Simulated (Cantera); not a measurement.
A closed system holds: 1 mol SiHCl3, 9.4 mol NH3, equilibrated at 1525 °C and 0.0100 bar.

These are equilibrium values from Cantera (NASA tables, ideal gas, pure condensed phases), not measurements of a reactor. Candidate condensed phases: NH4Cl, Si, Si3N4; 28 gas species. The tables' values for SiCl, SiCl3 are old estimates; treat these amounts as uncertain. Gases not in the tables: Si2H6 and higher silanes. Kinetics and transport are ignored.

Base state: H2 0.659, N2 0.226, HCl 0.0811, SiCl2 0.0309, H 0.00286, Si 0.000309, SiCl 0.000270, Cl 0.000270 (mole fractions); condensed: Si(l).

Question: What changes in the equilibrium state with this change: temperature from 1525 °C to 1077 °C?

Answer: 
```csv
species,before,after
H2,0.659,0.651
N2,0.226,0.201
HCl,0.0811,0.147
SiCl2,0.0309,0.000851
Si,0.000309,<1e-9
SiH,2.88e-5,<1e-9
SiCl,0.000270,1.00e-8
SiH2,1.95e-5,1.05e-9
Si2N,1.05e-5,<1e-9
"Si(l), mol",0.338,0
"Si3N4(s), mol",0,0.326
```
The tables' values for SiCl3 are old estimates; treat these amounts as uncertain.

Question: What changes in the equilibrium state with this change: temperature from 1525 °C to 550 °C?

Answer: 
```tsv
species	before	after
H2	0.659	0.652
N2	0.226	0.201
HCl	0.0811	0.147
SiCl2	0.0309	<1e-9
SiCl4	1.29e-6	0.000504
H	0.00286	<1e-9
Si	0.000309	<1e-9
SiCl	0.000270	<1e-9
Si(l), mol	0.338	0
Si3N4(s), mol	0	0.330
```
